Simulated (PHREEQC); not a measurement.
Make-up at 25 °C: 0.027 mol (CH3)4NCl, 0.022 mol SrBr2 and 0.0016 mol NH4Cl per kg of water. Closed to the air; pH follows from the charge balance.

Computed with PHREEQC (ion-association model, wateq4f.dat).

```json
[
 {"quantity": "pH", "before": "6.11", "after": "6.13"},
 {"quantity": "ionic strength (mol/kgw)", "before": "0.0946", "after": "0.203"},
 {"quantity": "SrOH+ (mol/kgw)", "before": "7.37e-10", "after": "6.58e-10"}
]
```

Q: Which change was made?
A) 0.03 mol/kgw NH3 added
B) temperature from 25 to 75 °C
C) temperature from 25 to 40 °C
D) (CH3)4NCl replaced by TMAH at the same molality
E) (CH3)4NCl from 0.027 to 0.135 mol/kgw

A: E, (CH3)4NCl from 0.027 to 0.135 mol/kgw

Precipitation was switched off in this run. (CH3)4N+ isn't in the database: it is added as a free cation with an ion size of 4 Å.
